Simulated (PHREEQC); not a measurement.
Dissolve 0.00014 mol Na2HAsO4, 3.4e-05 mol HCl and 8.3e-05 mol FeCl3 per kg of water at 45 °C. Closed to the air; pH follows from the charge balance.

Model: ion-association model, wateq4f.dat, run in PHREEQC.

Precipitation was switched off in this run.

Task: Estimate the pH.

Result: pH 4.29.

Task: In which forms is Fe present?

Result: Fe(OH)2+ 92 %, FeOH+2 7.5 %, Fe(OH)3 0.5 % of the Fe.

Saturation is exceeded, for instance for Hematite (slow to form), Goethite (slow to form); the values hold only as long as no solid forms. The database's scorodite may be far more soluble than the real mineral, and it has no iron arsenate complexes; the constant wasn't checked at its source. Away from 25 °C the constants follow the database's enthalpies or fits; those with neither stay at their 25 °C values.
